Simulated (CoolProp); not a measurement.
R1234yf along the isotherm 319 K: fugacity coefficient from the reference equation and from simpler models built on Tc = 367.8 K, pc = 3384 kPa, ω = 0.276; each cubic takes its own stable root.

Model: reference Helmholtz-energy equation of state, Lemmon 2022, in CoolProp.

```tsv
p (kPa)	phase	reference	van der Waals	Soave-Redlich-Kwong	Peng-Robinson
26.8	gas	0.9955	0.9967	0.9957	0.9954
39.3	gas	0.9933	0.9952	0.9937	0.9932
57.6	gas	0.9902	0.9929	0.9908	0.9901
84.6	gas	0.9857	0.9896	0.9865	0.9854
124	gas	0.9790	0.9847	0.9802	0.9786
182	gas	0.9692	0.9776	0.9710	0.9687
268	gas	0.9548	0.9670	0.9574	0.9540
393	gas	0.9338	0.9517	0.9376	0.9328
576	gas	0.9031	0.9293	0.9088	0.9021
846	gas	0.8579	0.8961	0.8663	0.8570
1240	liquid	0.7638	0.8474	0.7851	0.7661
1820	liquid	0.5333	0.7734	0.5505	0.5353
2680	liquid	0.3755	0.5659	0.3899	0.3773
3930	liquid	0.2698	0.4204	0.2823	0.2713
5760	liquid	0.1984	0.3235	0.2098	0.1997
8460	liquid	0.1507	0.2612	0.1616	0.1516
```

At some of these states van der Waals gives the other phase, because its saturation line lies elsewhere.
